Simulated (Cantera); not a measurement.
A freely propagating, adiabatic, planar premixed flame of H2 : O2 : N2 = 1 : 0.185 : 0.696 (molar parts), equivalence ratio 2.7, unburnt at 325 K and 2930 Torr; mixture-averaged transport, grid criteria slope 0.08 and curve 0.16, no radiation.

Computed with Cantera and the H2/O2 subset of GRI-Mech 3.0, which has no nitrogen chemistry. The hydrogen kinetics of GRI-Mech 3.0 are dated; newer H2 mechanisms differ, most at raised pressure. Burning velocities carry a grid error of a few per cent, more on coarse grids.

**Question.** What does this change do: O2 0.185 to 0.15 parts?

**Answer.** 
```
quantity                     before      after
------------------------  ---------  ---------
laminar burning velocity   255 cm/s   138 cm/s
thermal thickness         0.0714 mm  0.0971 mm
peak x(H)                    0.0308     0.0147
peak x(HO2)                0.000845   0.000605
peak x(OH)                 0.000981   0.000282
peak x(O)                  0.000731   0.000222
```
